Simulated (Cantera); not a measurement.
An adiabatic, constant-pressure homogeneous reactor starts with C3H8 : O2 : N2 = 1 : 3.57 : 13.4 (molar parts), at 1575 K and 44000 Pa. Integrator tolerance rtol = 1e-08.

Cantera simulation using GRI-Mech 3.0 (53 species, 325 reactions); the numbers are that mechanism's predictions, not measurements. GRI-Mech 3.0 was tuned for natural gas; its chemistry of propane as a main component is partial and can be far from experiment.

What does this change do: C3H8 1 to 1.3 parts?


```
quantity                                                            before                                      after
---------------------------------  ---------------------------------------  -----------------------------------------
time of steepest temperature rise                                  85.3 µs                                    92.0 µs
temperature at 2.00 s                                               2743 K                                     2648 K
equilibrium temperature                                             2743 K                                     2648 K
x(C3H8) at 2.00 s                    <1e-12 (gas-phase equilibrium <1e-12)      <1e-12 (gas-phase equilibrium <1e-12)
x(O2) at 2.00 s                    0.00470 (gas-phase equilibrium 0.00470)  0.000355 (gas-phase equilibrium 0.000355)
x(N2O) at 2.00 s                   1.52e-7 (gas-phase equilibrium 1.52e-7)    3.33e-8 (gas-phase equilibrium 3.33e-8)
x(H2O) at 2.00 s                       0.124 (gas-phase equilibrium 0.124)        0.110 (gas-phase equilibrium 0.110)
x(CO2) at 2.00 s                     0.0393 (gas-phase equilibrium 0.0393)      0.0236 (gas-phase equilibrium 0.0236)
```

What does this change do: O2 3.57 to 2.2 parts?


```tsv
quantity	before	after
time of steepest temperature rise	85.3 µs	0.134 ms
temperature at 2.00 s	2743 K	2302 K
equilibrium temperature	2743 K	2302 K
x(C3H8) at 2.00 s	<1e-12 (gas-phase equilibrium <1e-12)	<1e-12 (gas-phase equilibrium <1e-12)
x(O2) at 2.00 s	0.00470 (gas-phase equilibrium 0.00470)	1.85e-6 (gas-phase equilibrium 1.85e-6)
x(N2O) at 2.00 s	1.52e-7 (gas-phase equilibrium 1.52e-7)	1.44e-9 (gas-phase equilibrium 1.44e-9)
x(H2O) at 2.00 s	0.124 (gas-phase equilibrium 0.124)	0.0576 (gas-phase equilibrium 0.0576)
x(CO2) at 2.00 s	0.0393 (gas-phase equilibrium 0.0393)	0.0104 (gas-phase equilibrium 0.0104)
```

What does this change do: initial temperature 1575 to 1323 K?


```tsv
quantity	before	after
time of steepest temperature rise	85.3 µs	1.08 ms
temperature at 2.00 s	2743 K	2649 K
equilibrium temperature	2743 K	2649 K
x(C3H8) at 2.00 s	<1e-12 (gas-phase equilibrium <1e-12)	<1e-12 (gas-phase equilibrium <1e-12)
x(O2) at 2.00 s	0.00470 (gas-phase equilibrium 0.00470)	0.00269 (gas-phase equilibrium 0.00269)
x(N2O) at 2.00 s	1.52e-7 (gas-phase equilibrium 1.52e-7)	1.01e-7 (gas-phase equilibrium 1.01e-7)
x(H2O) at 2.00 s	0.124 (gas-phase equilibrium 0.124)	0.133 (gas-phase equilibrium 0.133)
x(CO2) at 2.00 s	0.0393 (gas-phase equilibrium 0.0393)	0.0442 (gas-phase equilibrium 0.0442)
```
